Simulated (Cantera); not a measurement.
An isothermal, constant-pressure homogeneous reactor starts with C3H8 : H2 = 0.18 : 7.3 (molar parts), at 1950 K and 35000 Pa.

Model: GRI-Mech 3.0 (53 species, 325 reactions), integrated in Cantera. GRI-Mech 3.0 was tuned for natural gas; its chemistry of propane as a main component is partial and can be far from experiment. GRI-Mech 3.0 stops at C3 and has no aromatics, soot or wall deposition, so with more carbon than oxygen in the feed, carbon stays in small species such as C2H2 where larger ones or solid carbon would form.

One state of this run: x C3H8 = <1e-12; x H2 = 0.964; x C2H4 = 9.91e-5; x CH3 = 4.90e-5; x C2H2 = 0.0329; x CH4 = 0.00124. x: mole fraction; the columns are a selection and need not sum to one.

**Question.** Which value of t (s) does it belong to?
(A) 0.00125
(B) 30.0
(C) 0.0196
(D) 0.0490

**Answer.** B, 30.0
